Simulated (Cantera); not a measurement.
An adiabatic, constant-pressure homogeneous reactor starts with CH4 : O2 : N2 : CO2 = 2.5 : 5.13 : 19.3 : 1.7 (molar parts), at 1600 K and 413 Torr.

Computed with Cantera and GRI-Mech 3.0 (53 species, 325 reactions).

x: mole fraction; the columns are a selection and need not sum to one.

| t (s) | T (K) | x CH4 | x O2 | x CO2 | x CH3 | x N2O | x OH | x C2H4 |
|---|---|---|---|---|---|---|---|---|
| 1.00e-6 | 1600 | 0.0873 | 0.179 | 0.0594 | 2.70e-7 | <1e-12 | 1.68e-8 | <1e-12 |
| 2.55e-6 | 1600 | 0.0873 | 0.179 | 0.0594 | (withheld) | <1e-12 | (withheld) | <1e-12 |
| 6.52e-6 | 1600 | 0.0873 | 0.179 | 0.0594 | 2.41e-6 | 1.92e-12 | 4.94e-8 | 1.38e-11 |
| 1.66e-5 | 1600 | 0.0873 | 0.179 | 0.0594 | 6.72e-6 | 9.34e-12 | 7.09e-8 | 3.87e-10 |
| 4.25e-5 | 1600 | 0.0873 | 0.179 | 0.0594 | (withheld) | 5.00e-11 | (withheld) | (withheld) |
| 0.000108 | 1600 | 0.0872 | 0.179 | 0.0594 | 6.60e-5 | 2.57e-10 | 3.63e-7 | 2.59e-7 |
| 0.000277 | 1600 | 0.0868 | 0.179 | 0.0594 | 0.000275 | 1.10e-9 | 1.49e-6 | 1.05e-5 |
| 0.000707 | 1647 | 0.0740 | 0.170 | 0.0592 | 0.00195 | 1.29e-8 | 4.89e-5 | 0.00112 |
| 0.00181 | 2622 | <1e-12 | 0.0306 | 0.0864 | <1e-12 | 2.63e-7 | 0.0191 | <1e-12 |
| 0.00461 | 2639 | <1e-12 | 0.0286 | 0.0878 | <1e-12 | 3.04e-7 | 0.0184 | <1e-12 |
| 0.0118 | 2635 | <1e-12 | 0.0270 | 0.0877 | <1e-12 | 3.33e-7 | 0.0179 | <1e-12 |
| 0.0300 | 2633 | <1e-12 | 0.0266 | 0.0877 | <1e-12 | 3.44e-7 | 0.0177 | <1e-12 |
| 0.0767 | 2633 | <1e-12 | 0.0266 | 0.0877 | <1e-12 | 3.44e-7 | 0.0177 | <1e-12 |
| 0.196 | 2633 | <1e-12 | 0.0266 | 0.0877 | <1e-12 | 3.44e-7 | 0.0177 | <1e-12 |
| 0.500 | 2633 | <1e-12 | 0.0266 | 0.0877 | <1e-12 | 3.44e-7 | 0.0177 | <1e-12 |

Question: Complete the blanks.

Answer: 
- 2.55e-6, x CH3: 8.27e-7
- 2.55e-6, x OH: 3.79e-8
- 4.25e-5, x CH3: 1.97e-5
- 4.25e-5, x OH: 1.36e-7
- 4.25e-5, x C2H4: 9.37e-9
